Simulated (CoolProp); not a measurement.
Computed with CoolProp (reference Helmholtz-energy equation of state, Platzer 1990). This equation is an older, rougher fit; its heat capacities, sound speeds and derivatives of the liquid may be far off and weren't checked against measurements.

Question: Give the vapour pressure (MPa), vapour Z, surface tension (mN/m), liquid viscosity (µPa s) of saturated R13 at 249, 253, 257.1 K.

Answer: 
| T (K) | p (MPa) | vapour Z | surface tension (mN/m) | liquid viscosity (µPa s) |
|---|---|---|---|---|
| 249 | 1.01 | 0.800 | 5.54 | 139 |
| 253 | 1.14 | 0.782 | 5.02 | 132 |
| 257.1 | 1.28 | 0.763 | 4.49 | 124 |

Viscosity comes from a separate model (Huber 2003), an estimate that may be off by 10 % or more. Surface tension comes from a separate correlation (Mulero 2012).
